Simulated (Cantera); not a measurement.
Charge: 1 mol Si, 0.96 mol SF6, a varied amount of N2, held at 1325 K and 133 Pa.

These are equilibrium values from Cantera (NASA tables, ideal gas, pure condensed phases), not measurements of a reactor. Candidate condensed phases: S, Si, Si3N4; 29 gas species. The tables' values for S2F2 (SSF2), SF3, FS2F (FSSF) are old estimates; treat these amounts as uncertain. Kinetics and transport are ignored.

x: gas mole fraction; nothing condenses.

```csv
n(N2) (mol),x N2,x SiF4,x SF2,x S2F2 (SSF2),x SF3,x SF4,x F
9.2,0.832,0.0905,0.0605,0.0107,0.00258,0.00194,0.00113
17,0.901,0.0530,0.0367,0.00590,0.00128,0.000787,0.000922
24,0.928,0.0387,0.0272,0.00417,0.000838,0.000454,0.000812
31,0.943,0.0304,0.0216,0.00322,0.000603,0.000296,0.000736
39,0.954,0.0245,0.0175,0.00255,0.000445,0.000199,0.000670
46,0.961,___,___,0.00215,0.000357,___,0.000626
53,0.966,___,___,0.00186,0.000294,___,0.000589
61,0.970,0.0159,0.0115,0.00161,0.000242,8.94e-5,0.000554
```

Problem. Some entries are withheld; supply them.

Solution. 
- 46, x SiF4: 0.0209
- 46, x SF2: 0.0150
- 46, x SF4: 0.000149
- 53, x SiF4: 0.0182
- 53, x SF2: 0.0132
- 53, x SF4: 0.000115
